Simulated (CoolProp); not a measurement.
Vapour-liquid equilibrium of n-butane (1) + cis-2-butene (2) at 0.58 MPa; x and y are mole fractions of (1).

Computed with CoolProp (multi-fluid Helmholtz-energy mixture model, Bücker 2006 and Lemmon 2005; pair parameters Bell 2016).

| x | bubble temperature, mixture model (°C) | bubble temperature, Raoult's law (°C) | y, mixture model | y, Raoult's law |
|---|---|---|---|---|
| 0.05 | [?] | 59.9 | 0.057 | 0.055 |
| 0.2 | 58.7 | 59.3 | [?] | 0.216 |
| 0.35 | [?] | 58.7 | 0.372 | 0.373 |
| 0.5 | 57.4 | 58.1 | [?] | 0.525 |
| 0.65 | 56.9 | 57.5 | 0.664 | 0.672 |
| 0.8 | [?] | 56.9 | [?] | 0.815 |
| 0.95 | 56.2 | 56.3 | 0.952 | 0.955 |

Question: What belongs in the gaps?

Answer: 
- 0.05, bubble temperature, mixture model (°C): 59.7
- 0.2, y, mixture model: 0.220
- 0.35, bubble temperature, mixture model (°C): 58.0
- 0.5, y, mixture model: 0.519
- 0.8, bubble temperature, mixture model (°C): 56.6
- 0.8, y, mixture model: 0.808

The largest gap from Raoult's law is -0.7 K in bubble temperature, at x = 0.35. No azeotrope shows between x = 0.05 and 0.95.

The pair parameters rest on a limited set of measurements; away from them the model extrapolates.
